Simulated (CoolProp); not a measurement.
Properties of R1224YDZ along the isotherm 72.05 °C.

Computed with CoolProp (reference Helmholtz-energy equation of state, Akasaka 2023).

```json
[
 {"p (MPa)": "0.00527", "phase": "gas", "density (kg/m³)": "0.2730", "cp (kJ/(kg K))": "0.8378", "cv (kJ/(kg K))": "0.7815", "expansivity (1/kK)": "2.909", "fugacity coefficient": "0.9988"},
 {"p (MPa)": "0.0089", "phase": "gas", "density (kg/m³)": "0.4614", "cp (kJ/(kg K))": "0.8384", "cv (kJ/(kg K))": "0.7818", "expansivity (1/kK)": "2.918", "fugacity coefficient": "0.9980"},
 {"p (MPa)": "0.015", "phase": "gas", "density (kg/m³)": "0.7786", "cp (kJ/(kg K))": "0.8394", "cv (kJ/(kg K))": "0.7824", "expansivity (1/kK)": "2.933", "fugacity coefficient": "0.9967"},
 {"p (MPa)": "0.0253", "phase": "gas", "density (kg/m³)": "1.316", "cp (kJ/(kg K))": "0.8410", "cv (kJ/(kg K))": "0.7833", "expansivity (1/kK)": "2.958", "fugacity coefficient": "0.9944"},
 {"p (MPa)": "0.0428", "phase": "gas", "density (kg/m³)": "2.236", "cp (kJ/(kg K))": "0.8439", "cv (kJ/(kg K))": "0.7849", "expansivity (1/kK)": "3.002", "fugacity coefficient": "0.9905"},
 {"p (MPa)": "0.0722", "phase": "gas", "density (kg/m³)": "3.797", "cp (kJ/(kg K))": "0.8487", "cv (kJ/(kg K))": "0.7876", "expansivity (1/kK)": "3.078", "fugacity coefficient": "0.9840"},
 {"p (MPa)": "0.122", "phase": "gas", "density (kg/m³)": "6.492", "cp (kJ/(kg K))": "0.8574", "cv (kJ/(kg K))": "0.7923", "expansivity (1/kK)": "3.214", "fugacity coefficient": "0.9729"},
 {"p (MPa)": "0.206", "phase": "gas", "density (kg/m³)": "11.19", "cp (kJ/(kg K))": "0.8733", "cv (kJ/(kg K))": "0.8006", "expansivity (1/kK)": "3.470", "fugacity coefficient": "0.9543"},
 {"p (MPa)": "0.347", "phase": "gas", "density (kg/m³)": "19.59", "cp (kJ/(kg K))": "0.9043", "cv (kJ/(kg K))": "0.8158", "expansivity (1/kK)": "3.992", "fugacity coefficient": "0.9229"},
 {"p (MPa)": "0.585", "phase": "gas", "density (kg/m³)": "35.69", "cp (kJ/(kg K))": "0.9769", "cv (kJ/(kg K))": "0.8459", "expansivity (1/kK)": "5.304", "fugacity coefficient": "0.8696"},
 {"p (MPa)": "0.988", "phase": "liquid", "density (kg/m³)": "1220", "cp (kJ/(kg K))": "1.266", "cv (kJ/(kg K))": "0.8795", "expansivity (1/kK)": "2.850", "fugacity coefficient": "0.5374"},
 {"p (MPa)": "1.67", "phase": "liquid", "density (kg/m³)": "1225", "cp (kJ/(kg K))": "1.259", "cv (kJ/(kg K))": "0.8791", "expansivity (1/kK)": "2.768", "fugacity coefficient": "0.3272"}
]
```
